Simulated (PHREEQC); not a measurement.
Dissolve 0.011 mol/kgw H2SO4, 0.31 mol/kgw Fe(NO3)3 and 0.00033 mol/kgw CO2 at 25 °C. Closed to the air; pH follows from the charge balance.

Computed with PHREEQC (ion-association model, wateq4f.dat).

Each row changes one thing in this solution. Precipitation was switched off in this run.

```tsv
case	pH	ionic strength (mol/kgw)	Fe+3 (mol/kgw)	FeOH+2 (mol/kgw)	FeSO4+ (mol/kgw)	FeHSO4+2 (mol/kgw)	SI of Fe(OH)3(a) (Fe(OH)3)	SI of Goethite (FeOOH)
as made	1.49	1.79	0.276	0.0221	0.00989	0.000623	-2.25	+3.65
H2SO4 from 0.011 to 0.022 mol/kgw	1.37	?	0.272	?	0.0193	0.00164	-2.62	+3.28
H2SO4 from 0.011 to 0.11 mol/kgw	?	1.60	0.207	?	0.0740	0.0249	-4.27	+1.63
diluted 2-fold with water	?	0.893	0.123	0.0117	0.00457	0.000609	-2.28	+3.61
CO2 left out	1.49	1.79	0.276	0.0221	0.00989	0.000623	-2.25	+3.65
```

Complete the blanks.


- H2SO4 from 0.011 to 0.022 mol/kgw, ionic strength (mol/kgw): 1.77
- H2SO4 from 0.011 to 0.022 mol/kgw, FeOH+2 (mol/kgw): 0.0164
- H2SO4 from 0.011 to 0.11 mol/kgw, pH: 0.85
- H2SO4 from 0.011 to 0.11 mol/kgw, FeOH+2 (mol/kgw): 0.00382
- diluted 2-fold with water, pH: 1.56

The ionic strength passes 0.7 mol/kgw, the rough limit of the ion-association models, in every such run. Complexes and solids missing from the database can't appear. Some of these states are supersaturated (in Hematite (slow to form), Goethite (slow to form), for instance).
